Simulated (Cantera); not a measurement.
Fe + CO2 + CO (metals in furnace atmospheres)

A closed system holds: 1 mol Fe, 5.9 mol CO2, 94 mol CO, equilibrated at 2.80 mbar.

These are equilibrium values from Cantera (NASA tables, ideal gas, pure condensed phases), not measurements of a reactor. Candidate condensed phases: C, Fe, Fe(CO)5, FeO, Fe2O3, Fe3O4; 15 gas species. Equilibrium is a limit: real reactors are often held back by kinetics, nucleation or transport.

| T (K) | x CO | x CO2 | x Fe | x FeO | x O | x O2 | n Fe(δ) |
|---|---|---|---|---|---|---|---|
| 1698 | 0.939 | 0.0589 | 0.00217 | 3.94e-6 | 6.58e-8 | 6.33e-9 | 0.782 |
| 1723 | 0.938 | 0.0589 | 0.00326 | 6.60e-6 | 1.14e-7 | 1.12e-8 | 0.673 |
| 1748 | 0.936 | 0.0588 | 0.00483 | 1.09e-5 | 1.94e-7 | 1.96e-8 | 0.515 |
| 1773 | 0.934 | 0.0586 | 0.00706 | 1.77e-5 | 3.26e-7 | 3.37e-8 | 0.288 |
| 1798 | 0.932 | 0.0584 | 0.00988 | 2.74e-5 | 5.39e-7 | 5.71e-8 | 0 |
| 1823 | 0.932 | 0.0584 | 0.00988 | 3.03e-5 | 8.80e-7 | 9.52e-8 | 0 |
| 1848 | 0.932 | 0.0584 | 0.00988 | 3.33e-5 | 1.42e-6 | 1.57e-7 | 0 |
| 1873 | 0.932 | 0.0584 | 0.00987 | 3.66e-5 | 2.25e-6 | 2.54e-7 | 0 |
| 1898 | 0.932 | 0.0584 | 0.00987 | 4.01e-5 | 3.54e-6 | 4.07e-7 | 0 |
| 1923 | 0.932 | 0.0584 | 0.00987 | 4.37e-5 | 5.49e-6 | 6.44e-7 | 0 |
| 1948 | 0.932 | 0.0584 | 0.00986 | 4.76e-5 | 8.42e-6 | 1.01e-6 | 0 |
| 1973 | 0.932 | 0.0584 | 0.00986 | 5.18e-5 | 1.28e-5 | 1.55e-6 | 0 |
| 1998 | 0.932 | 0.0584 | 0.00985 | 5.61e-5 | 1.92e-5 | 2.37e-6 | 0 |
x: gas mole fraction; n: condensed amount in mol.

From 1698 K to 1773 K the condensed part is Fe(δ). From 1798 K to 1998 K nothing is condensed. The main Fe-bearing gas is Fe throughout.
